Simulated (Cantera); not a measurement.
**Thermodynamics of thermal oxidation and active oxidation of silicon, feed Si + O2 + H2 + N2O**

Feed: 1 mol Si, 0.06 mol O2, 270 mol H2, 0.029 mol N2O, at 1625 °C and 750 Torr.

Equilibrium computed with Cantera from the NASA thermochemical tables; the gas is ideal and each condensed phase is pure. Candidate condensed phases: H2O, Si, SiO2, Si2N2O, Si3N4; 35 gas species. Gases not in the tables: Si2H6 and higher silanes. Rates play no part.

| Quantity | Result |
|---|---|
| x(H2) | 0.998 |
| x(H) | 0.000782 |
| x(SiO) | 0.000551 |
| x(N2) | 0.000107 |
| x(SiH2) | 5.75e-5 |
| x(Si) | 1.23e-5 |
| x(SiH) | 1.07e-5 |
| x(SiH4) | 1.03e-6 |
| n(Si(l)) | 0.829 mol |
| gas amount | 270.3 mol |
